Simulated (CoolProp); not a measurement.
A single-stage vapour-compression cycle with R410A: evaporating at 214.15 K (dew point), condensing at 260.15 K (bubble point), superheat 10 K, subcooling 8 K, compressor efficiency 0.85, no pressure losses. Each further row changes one setting.

Values from CoolProp's reference Helmholtz-energy equation of state, Lemmon 2003. It is a pseudo-pure fit of the blend.

| case | cooling COP | pressure ratio | discharge temperature (K) | refrigerating effect (kJ/kg) | volumetric capacity (kJ/m³) |
|---|---|---|---|---|---|
| as stated | 3.36 | 7.65 | 320.2 | 234 | 633 |
| evaporating temperature 219.15 K | ? | 5.85 | 312.8 | ? | ? |
| condensing temperature 255.15 K | 3.85 | ? | 311.0 | 241 | 653 |
| subcooling 13 K | ? | 7.65 | 320.2 | 241 | 653 |
| superheat 20 K | 3.31 | 7.65 | ? | 241 | 623 |
| compressor efficiency 0.75 | ? | 7.65 | ? | 234 | 633 |

Task: Fill in the missing entries.

Result: 
- evaporating temperature 219.15 K, cooling COP: 3.94
- evaporating temperature 219.15 K, refrigerating effect (kJ/kg): 237
- evaporating temperature 219.15 K, volumetric capacity (kJ/m³): 825
- condensing temperature 255.15 K, pressure ratio: 6.39
- subcooling 13 K, cooling COP: 3.46
- superheat 20 K, discharge temperature (K): 332.1
- compressor efficiency 0.75, cooling COP: 2.96
- compressor efficiency 0.75, discharge temperature (K): 330.4
